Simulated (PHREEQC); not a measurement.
A column of 0.5 m (30 cells, dispersivity 0.025 m, 3600 s a shift, diffusion coefficient 3e-10 m²/s) holds 0.017 eq of the database's cation exchanger X per kg of pore water, first in equilibrium with 6 mmol/kgw KCl, 2.3 mmol/kgw SrCl2 and 0.01 mmol/kgw HCl. It is flushed with 0.0049 mol NH4Cl, 0.0016 mol MgCl2 and 1e-05 mol HCl per kg of water, at 15 °C. Values are for the last cell. The system is closed to CO2. Nothing may precipitate in this run.

Model: ion-association model, phreeqc.dat, run in PHREEQC.

| pore volumes | NH4 in solution (mol/kgw) | Mg in solution (mol/kgw) | K in solution (mol/kgw) | Sr in solution (mol/kgw) |
|---|---|---|---|---|
| 0 | 0 | 0 | 0.00600 | 0.00230 |
| 0.25 | 6.79e-13 | 0 | 0.00600 | 0.00230 |
| 0.7167 | 7.13e-5 | 9.11e-8 | ___ | ___ |
| 0.95 | 0.000431 | 1.37e-6 | 0.00515 | 0.00189 |
| 1.183 | 0.00112 | ___ | 0.00428 | 0.00165 |
| 1.65 | 0.00277 | 4.73e-5 | 0.00248 | 0.00142 |
| 1.883 | 0.00343 | 9.25e-5 | 0.00175 | 0.00139 |
| 2.117 | 0.00391 | 0.000156 | 0.00118 | 0.00136 |
| 2.35 | 0.00422 | 0.000234 | 0.000765 | ___ |
| 2.817 | 0.00454 | 0.000407 | 0.000301 | ___ |
| 3.05 | 0.00461 | ___ | 0.000185 | 0.00116 |
| 3.283 | 0.00466 | 0.000572 | 0.000112 | 0.00109 |
| 3.75 | 0.00471 | 0.000715 | 4.10e-5 | 0.000959 |
| 3.983 | 0.00473 | 0.000778 | 2.47e-5 | 0.000896 |
| 4.217 | 0.00474 | 0.000835 | 1.48e-5 | 0.000836 |
| 4.683 | ___ | 0.000937 | 5.33e-6 | 0.000728 |
| 4.917 | 0.00478 | 0.000982 | 3.20e-6 | 0.000679 |
| 5.15 | 0.00478 | 0.00102 | 1.92e-6 | 0.000633 |
| 5.383 | 0.00479 | 0.00106 | 1.15e-6 | 0.000591 |
| 5.85 | 0.00481 | 0.00113 | 4.15e-7 | 0.000515 |
| 6.083 | 0.00481 | 0.00116 | ___ | 0.000481 |
| 6.317 | 0.00482 | 0.00119 | 1.50e-7 | 0.000449 |
| 6.783 | 0.00483 | 0.00124 | 5.43e-8 | 0.000391 |
| 7.017 | 0.00484 | 0.00127 | 3.27e-8 | 0.000365 |

Fill in the missing entries.


- 0.7167, K in solution (mol/kgw): 0.00577
- 0.7167, Sr in solution (mol/kgw): 0.00216
- 1.183, Mg in solution (mol/kgw): 6.65e-6
- 2.35, Sr in solution (mol/kgw): 0.00133
- 2.817, Sr in solution (mol/kgw): 0.00122
- 3.05, Mg in solution (mol/kgw): 0.000491
- 4.683, NH4 in solution (mol/kgw): 0.00477
- 6.083, K in solution (mol/kgw): 2.50e-7

Species that the database lacks are ignored.
